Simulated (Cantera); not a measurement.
Mixture: 14.7 % CO, 3.98 % H2, 2.06 % CH4, 16.6 % O2, 62.6 % N2, at 1000000 Pa, adiabatic and at constant volume. Ignition delay is the time to a rise of 400 K.

Model: GRI-Mech 3.0 (53 species, 325 reactions), integrated in Cantera. Below about 1000 K GRI-Mech 3.0 lacks low-temperature oxidation paths.

**Question.** Predict: delay at 975 K; delay at 1050 K; delay at 1125 K; delay at 1200 K; delay at 1275 K; delay at 1350 K; delay at 1425 K; apparent activation energy between 1275 and 1425 K.

**Answer.** 
```
Property                                                 Value
--------------------------------------------------  ----------
delay at 975 K                                         8.23 ms
delay at 1050 K                                        1.36 ms
delay at 1125 K                                       0.293 ms
delay at 1200 K                                        88.6 µs
delay at 1275 K                                        36.0 µs
delay at 1350 K                                        17.9 µs
delay at 1425 K                                        10.3 µs
apparent activation energy between 1275 and 1425 K  130 kJ/mol
```
